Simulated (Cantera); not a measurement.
A closed system holds: 1 mol C2H4, 0.063 mol H2O, 19 mol N2, equilibrated at 2898 K and 1000 Pa.

Method: chemical equilibrium by Gibbs-energy minimisation in Cantera with the NASA 1993 tables (ideal gas, pure condensed phases). Candidate condensed phases: C, C6H6, C7H8, C8H18, H2O; 136 gas species. Kinetics and transport are ignored.

Base state: N2 0.803, H 0.130, HCN 0.0170, CN 0.0159, H2 0.0130, C3 0.0101, HNC 0.00296, CO 0.00272 (mole fractions); condensed: C(graphite).

Q: What changes in the equilibrium state with this change: C2H4 replaced by C2H2?

A: 
```json
[
 {"species": "N2", "before": "0.803", "after": "0.872"},
 {"species": "H", "before": "0.130", "after": "0.0769"},
 {"species": "CN", "before": "0.0159", "after": "0.0166"},
 {"species": "H2", "before": "0.0130", "after": "0.00454"},
 {"species": "HCN", "before": "0.0170", "after": "0.0105"},
 {"species": "C3", "before": "0.0101", "after": "0.0101"},
 {"species": "C4H2", "before": "1.14e-5", "after": "3.96e-6"},
 {"species": "C2H2 (acetylene)", "before": "0.000596", "after": "0.000208"},
 {"species": "C2H", "before": "0.000880", "after": "0.000520"},
 {"species": "C(graphite), mol", "before": "0.204", "after": "0.513"}
]
```
